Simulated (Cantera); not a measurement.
A perfectly stirred reactor is fed with 35.7 % NH₃, 64.3 % H₂, at 1.50 bar; it is held at 1798 K, and followed from long to short residence time.

Detailed kinetics in Cantera: the gas-phase N/H chemistry of the illustrative SiF4/NH3 mechanism in the Surface Chemkin manual (1991). Walls and surfaces, which speed up NH3 decomposition in real reactors, are not modelled.

x: mole fraction; the columns are a selection and need not sum to one.

| τ (s) | x NH₃ | x H₂ | x NH | x N | x N₂ | x N₂H₄ |
|---|---|---|---|---|---|---|
| 0.49 | 0.181 | 0.754 | 1.18e-6 | 5.53e-8 | 0.0650 | 5.21e-8 |
| 0.22 | ? | 0.718 | ? | 6.03e-8 | ? | ? |
| 0.096 | ? | 0.685 | 1.52e-6 | 6.32e-8 | ? | ? |
| 0.043 | 0.322 | 0.665 | 1.59e-6 | 6.43e-8 | 0.0129 | 1.27e-7 |
| 0.019 | 0.340 | 0.653 | 1.62e-6 | 6.42e-8 | 0.00607 | 1.37e-7 |
| 0.0084 | 0.350 | 0.647 | 1.61e-6 | 6.29e-8 | 0.00272 | 1.40e-7 |
| 0.0037 | 0.354 | 0.645 | 1.56e-6 | 5.94e-8 | 0.00116 | 1.37e-7 |
| 0.0016 | 0.356 | 0.644 | 1.42e-6 | 5.17e-8 | 0.000448 | 1.25e-7 |
| 0.00072 | 0.357 | 0.643 | 1.16e-6 | 3.80e-8 | 0.000155 | 1.02e-7 |

### Question
Some entries are withheld; supply them.

### Answer

- 0.22, x NH₃: 0.239
- 0.22, x NH: 1.37e-6
- 0.22, x N₂: 0.0436
- 0.22, x N₂H₄: 8.06e-8
- 0.096, x NH₃: 0.289
- 0.096, x N₂: 0.0249
- 0.096, x N₂H₄: 1.08e-7
